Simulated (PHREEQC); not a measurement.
# Brine with leach liquor: an equilibrium model

Solution A (1.3 mol/kgw H2SO4) is mixed with solution B (0.092 mol H2SO4, 0.017 mol MnSO4 and 0.099 mol MgSO4 per kg of water) at 25 °C; shares are by mass of water, 1 kg in all. The system is closed to CO2. The run lets Brucite, Epsomite, Hexahydrite, Kieserite precipitate or redissolve, and no other solid.

Model: Pitzer model, pitzer.dat, run in PHREEQC.

Q: Predict pH, HSO4- (mol/kgw) at share of solution B = 0, 0.4.

A: 
```tsv
share of solution B	pH	HSO4- (mol/kgw)
0	-0.28	0.983
0.4	0.04	0.657
```

In brines, pH and single-ion activities rest on the MacInnes convention.
